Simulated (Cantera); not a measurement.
Feed: 1 mol CsCl, 1.2 mol H₂O, 6.7 mol N₂, 2.1 mol HCl, equilibrated at 1900 °C and 13.3 mbar.

Method: chemical equilibrium by Gibbs-energy minimisation in Cantera with the NASA 1993 tables (ideal gas, pure condensed phases). Candidate condensed phases: Cs, CsCl, CsOH, H₂O, NH₄Cl; 37 gas species. Equilibrium is a limit: real reactors are often held back by kinetics, nucleation or transport.

Base state: N₂ 0.594, HCl 0.154, H₂O 0.0976, CsCl 0.0883, Cl 0.0330, H₂ 0.0202, H 0.00595, OH 0.00384 (mole fractions); condensed: gas only.

What changes in the equilibrium state with this change: temperature from 1900 °C to 1002 °C?


| species | before | after |
|---|---|---|
| N₂ | 0.594 | 0.610 |
| HCl | 0.154 | 0.191 |
| H₂O | 0.0976 | 0.109 |
| Cl | 0.0330 | 0.000126 |
| H₂ | 0.0202 | 6.74e-5 |
| CsCl | 0.0883 | 0.0893 |
| O | 0.000793 | <1e-9 |
| Cs | 0.000328 | 2.59e-9 |

What changes in the equilibrium state with this change: temperature from 1900 °C to 952 °C?


| species | before | after |
|---|---|---|
| N₂ | 0.594 | 0.610 |
| HCl | 0.154 | 0.191 |
| H₂O | 0.0976 | 0.109 |
| Cl | 0.0330 | 7.15e-5 |
| H₂ | 0.0202 | 3.86e-5 |
| CsCl | 0.0883 | 0.0879 |
| O | 0.000793 | <1e-9 |
| H | 0.00595 | 1.68e-8 |
| Cs | 0.000328 | <1e-9 |
| OH | 0.00384 | 4.32e-7 |
